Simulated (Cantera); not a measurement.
A closed system holds: 1 mol Si, a varied amount of HCl, 1.2 mol H2, 0.56 mol Cl2, at 875 K and 0.410 bar.

These are equilibrium values from Cantera (NASA tables, ideal gas, pure condensed phases), not measurements of a reactor. Candidate condensed phases: Si; 19 gas species. The numbers say what is thermodynamically allowed, not how fast it happens.

Q: Which condensed phases are stable at each of these points (n(HCl) (mol)): 0.66, 0.79, 0.93, 1.1, 1.3, 1.5, 1.8, 2.2, 2.5, 3, 3.6, 4.2, 5?

A: 
```tsv
n(HCl) (mol)	condensed phases	Si condensed (%)
0.66	Si(s)	52.3
0.79	Si(s)	48.9
0.93	Si(s)	45.1
1.1	Si(s)	40.6
1.3	Si(s)	35.3
1.5	Si(s)	30.0
1.8	Si(s)	22.0
2.2	Si(s)	11.4
2.5	Si(s)	3.4
3	gas only	0.0
3.6	gas only	0.0
4.2	gas only	0.0
5	gas only	0.0
```

From 0.66 mol HCl to 2.5 mol HCl the condensed part is Si(s). From 3 mol HCl to 5 mol HCl nothing is condensed.
